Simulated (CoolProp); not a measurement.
Water at several states: Z from the reference equation and from simpler models built on Tc = 373.9 °C, pc = 22.06 MPa, ω = 0.344; each cubic takes its own stable root.

Computed with CoolProp (reference Helmholtz-energy equation of state, Wagner 2002).

| T (°C) | p (MPa) | phase | reference |
|---|---|---|---|
| 384.25 | 4.71 | gas | 0.9283 |
| 457.35 | 7.62 | gas | 0.9232 |
| 430.85 | 0.0842 | gas | 0.9991 |

How far does each simpler model (Pitzer virial, van der Waals, Redlich-Kwong, Soave-Redlich-Kwong, Peng-Robinson) lie from the reference over these 3 states: mean and median of the absolute difference, and the worst?


- Pitzer virial: mean 0.1 %, median 0.0 %, worst +0.1 % at 384.25 °C and 4.71 MPa
- van der Waals: mean 0.4 %, median 0.5 %, worst +0.8 % at 384.25 °C and 4.71 MPa
- Redlich-Kwong: mean 0.4 %, median 0.1 %, worst -1.0 % at 457.35 °C and 7.62 MPa
- Soave-Redlich-Kwong: mean 0.0 %, median 0.0 %, worst -0.1 % at 457.35 °C and 7.62 MPa
- Peng-Robinson: mean 0.7 %, median 0.9 %, worst -1.3 % at 457.35 °C and 7.62 MPa
